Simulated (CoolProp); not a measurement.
The numbers come from the reference Helmholtz-energy equation of state, Span 2000 in CoolProp.

Task: Give the vapour pressure (bar), enthalpy of vaporisation (kJ/kg), vapour Z, liquid viscosity (µPa s) of saturated nitrogen at 94.2, 111.4 K.

Result: 
| T (K) | p (bar) | enthalpy of vaporisation (kJ/kg) | vapour Z | liquid viscosity (µPa s) |
|---|---|---|---|---|
| 94.2 | 5.08 | 173 | 0.867 | 90.2 |
| 111.4 | 15.9 | 130 | 0.700 | 53.5 |

Viscosity comes from a separate model (Lemmon 2004).
